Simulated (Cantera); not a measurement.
Feed: 1 mol Si, 0.61 mol Cl2, 0.26 mol H2, held at 1000 K and 210 Torr.

Method: chemical equilibrium by Gibbs-energy minimisation in Cantera with the NASA 1993 tables (ideal gas, pure condensed phases). Candidate condensed phases: Si; 19 gas species. The tables' values for SiCl3 are old estimates; treat these amounts as uncertain. Rates play no part.

Base state: SiCl4 0.475, H2 0.415, SiHCl3 0.0877, HCl 0.0158, SiCl3 0.00448, SiH2Cl2 0.00175, SiCl2 0.00102 (mole fractions); condensed: Si(s).

### Question
What changes in the equilibrium state with this change: pressure from 210 Torr to 750 Torr?

### Answer
```csv
species,before,after
SiCl4,0.475,0.460
H2,0.415,0.405
SiHCl3,0.0877,0.116
HCl,0.0158,0.0113
SiH3Cl,8.90e-6,2.22e-5
SiCl2,0.00102,0.000533
SiH2Cl2,0.00175,0.00318
"Si(s), mol",0.684,0.679
```
